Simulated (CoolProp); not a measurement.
Computed with CoolProp (reference Helmholtz-energy equation of state, Lemmon 2005). It is a short technical equation, of lower accuracy than the large ones.

Task: For cis-2-butene, give the phase and the density (kg/m³), cp (kJ/(kg K)), expansivity (1/kK), fugacity coefficient at -4.75 °C and 184 kPa; 1.35 °C and 487 kPa; 196.85 °C and 591 kPa.

Result: 
- -4.75 °C and 184 kPa: liquid; density 650, cp 2.13, expansivity 1.71, fugacity coefficient 0.383
- 1.35 °C and 487 kPa: liquid; density 643, cp 2.15, expansivity 1.74, fugacity coefficient 0.186
- 196.85 °C and 591 kPa: gas; density 8.83, cp 2.14, expansivity 2.42, fugacity coefficient 0.962
